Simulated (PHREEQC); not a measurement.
Solution (60 °C): 0.13 mol CuSO4, 0.0016 mol Na2SO4 and 0.00025 mol FeCl3 per kg of water. Closed to the air; pH follows from the charge balance.

Model: ion-association model, phreeqc.dat, run in PHREEQC.

No solid was allowed to form.

### Question
Estimate the pH, specific conductance, ionic strength.

### Answer
pH 4.00; specific conductance 19200 µS/cm; ionic strength 0.256 mol/kgw.

### Question
In which forms is Cl present?

### Answer
Cl- 82 %, CuCl+ 18 % of the Cl.

Saturation is exceeded, for instance for Hematite (slow to form), Goethite (slow to form); the values hold only as long as no solid forms. Away from 25 °C the constants follow the database's enthalpies or fits; those with neither stay at their 25 °C values.
